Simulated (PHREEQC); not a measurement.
Reverse-osmosis reject (model solution)

Model water analysis in mmol/kgw, 20 °C, pH 8.21: Na 71.5; K 0.0358; Ca 0.227; Mg 3.18; Cl 71; S(6) 5.1; Alkalinity (meq/kgw) 0.0263; Si 0.691; Li 0.0145.

Cl is adjusted to close the charge balance.
Valence states are taken as typed.

Model: Pitzer model, pitzer.dat, run in PHREEQC.

```json
{
  "ionic_strength": "0.0869 mol/kgw",
  "specific_conductance": "7310 µS/cm",
  "density": "1.002 g/cm³",
  "osmotic_coefficient": "0.921"
}
```

| species | molality | activity | log γ |
|---|---|---|---|
| Na+ | 0.0715 | 0.0568 | -0.100 |
| Cl- | 0.0681 | 0.0531 | -0.109 |
| SO4-2 | 0.00510 | 0.00166 | -0.488 |
| Mg+2 | 0.00318 | 0.00120 | -0.422 |
| H4SiO4 | 0.000673 | 0.000679 | 0.004 |
| Ca+2 | 0.000227 | 8.08e-5 | -0.449 |
| K+ | 3.58e-5 | 2.80e-5 | -0.106 |
| H3SiO4- | 1.83e-5 | 1.36e-5 | -0.129 |
| Li+ | 1.45e-5 | 1.17e-5 | -0.093 |
| HCO3- | 6.10e-6 | 5.40e-6 | -0.053 |

This is a speciation only: nothing precipitates in the calculation.
